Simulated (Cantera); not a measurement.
A perfectly stirred reactor is fed with 15.8 % CO, 3.33 % H2, 1.08 % CH4, 7.83 % O2, 71.9 % N2, equivalence ratio 1.5, at 750000 Pa; it is adiabatic with a 473 K inlet, and is followed from long to short residence time, starting on the burning branch (τ in s: 0.35, 0.085, 0.021, 0.0051, 0.0013, 0.00031, 7.5e-05, 1.8e-05, 4.5e-06).

Computed with Cantera and GRI-Mech 3.0 (53 species, 325 reactions).

x: mole fraction; the columns are a selection and need not sum to one.

| τ (s) | T (K) | x CO | x H2 | x CH4 | x CH2O | x C2H |
|---|---|---|---|---|---|---|
| 0.35 | 1662 | 0.0729 | 0.00995 | 5.13e-5 | ? | 9.38e-11 |
| 0.085 | 1661 | 0.0731 | 0.00988 | 5.45e-5 | ? | 1.76e-10 |
| 0.021 | 1658 | 0.0734 | 0.00977 | 5.93e-5 | ? | 2.24e-10 |
| 0.0051 | 1653 | 0.0738 | 0.00958 | 7.01e-5 | ? | 2.23e-10 |
| 0.0013 | 1641 | 0.0748 | 0.00925 | 9.44e-5 | ? | 2.45e-10 |
| 0.00031 | 1609 | 0.0777 | 0.00860 | 0.000157 | ? | 2.62e-10 |
| 7.5e-5 | 473 | 0.158 | 0.0333 | 0.0108 | <1e-12 | <1e-12 |
| 1.8e-5 | 473 | 0.158 | 0.0333 | 0.0108 | <1e-12 | <1e-12 |
| 4.5e-6 | 473 | 0.158 | 0.0333 | 0.0108 | <1e-12 | <1e-12 |

Task: What belongs in the gaps?

Result: 
- 0.35, x CH2O: 3.49e-7
- 0.085, x CH2O: 6.31e-7
- 0.021, x CH2O: 1.03e-6
- 0.0051, x CH2O: 1.59e-6
- 0.0013, x CH2O: 2.50e-6
- 0.00031, x CH2O: 4.79e-6
